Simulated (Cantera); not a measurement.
A closed system holds: 1 mol SiC, 0.039 mol N2O, 1.8 mol H2, at 727 °C and 1.00 bar.

Cantera equilibrium calculation (NASA polynomials, part measured and part estimated; ideal gas, pure solids and liquids). Candidate condensed phases: C, C6H6, C7H8, C8H18, H2O, Si, SiC, SiO2, Si2N2O, Si3N4; 151 gas species. Equilibrium is a limit: real reactors are often held back by kinetics, nucleation or transport.

Base state: H2 0.955, CH4 0.0453 (mole fractions); condensed: SiC(s) + Si2N2O(s).

Question: What changes in the equilibrium state with this change: SiC replaced by Si3N4?

Answer: 
```
species          before    after
--------------  -------  -------
H2                0.955    0.972
N2                <1e-9   0.0280
NH3             8.45e-9  9.34e-5
CH4              0.0453        0
SiC(s), mol       0.922        0
Si2N2O(s), mol   0.0390   0.0390
Si3N4(s), mol         0    0.974
```

Question: What changes in the equilibrium state with this change: temperature from 727 °C to 1850 °C?

Answer: 
| species | before | after |
|---|---|---|
| H2 | 0.955 | 0.954 |
| N2 | <1e-9 | 0.0205 |
| SiO | <1e-9 | 0.0104 |
| CH4 | 0.0453 | 3.13e-5 |
| CO | 2.60e-9 | 0.0103 |
| H | 2.22e-9 | 0.00350 |
| HCN | <1e-9 | 0.000358 |
| SiH2 | <1e-9 | 0.000150 |
| Si | <1e-9 | 0.000130 |
| SiH | <1e-9 | 6.57e-5 |
| SiC(s), mol | 0.922 | 0.980 |
| Si2N2O(s), mol | 0.0390 | 0 |
Gases not in the tables: Si2H6 and higher silanes.

Question: What changes in the equilibrium state with this change: N2O from 0.039 to 0.4 mol?

Answer: 
```tsv
species	before	after
H2	0.955	0.919
CH4	0.0453	0.0807
SiC(s), mol	0.922	0.200
Si2N2O(s), mol	0.0390	0.400
C(graphite), mol	0	0.666
```
